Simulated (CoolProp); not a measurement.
The numbers come from the reference Helmholtz-energy equation of state, Lemmon 2006 in CoolProp. It is a short technical equation, of lower accuracy than the large ones.

### Question
For neopentane, give the phase and the Joule-Thomson coefficient (K/MPa), isothermal compressibility (1/MPa), fugacity coefficient at 404 K and 1.71 MPa; 445.7 K and 1.71 MPa.

### Answer
- 404 K and 1.71 MPa: gas; Joule-Thomson coefficient 16.1, isothermal compressibility 0.957, fugacity coefficient 0.775
- 445.7 K and 1.71 MPa: gas; Joule-Thomson coefficient 9.15, isothermal compressibility 0.747, fugacity coefficient 0.838
